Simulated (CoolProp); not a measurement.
Vapour-liquid equilibrium of R1234yf (1) + R134a (2) at 317 kPa; x and y are mole fractions of (1).

Model: multi-fluid Helmholtz-energy mixture model, Lemmon 2022 and Tillner-Roth 1994; pair parameters Bell 2022, in CoolProp.

Question: Give the bubble temperature and the first vapour's composition at x = 0.575, 0.875, 0.95. Is there an azeotrope?

Answer: x = 0.575: 272.5 K, y = 0.584; x = 0.875: 272.8 K, y = 0.865; x = 0.95: 273.0 K, y = 0.944. y crosses x between x = 0.65 and 0.725: the model has an azeotrope there.

Pair parameters are fitted to limited data, so mixtures are less certain than the pure fluids.
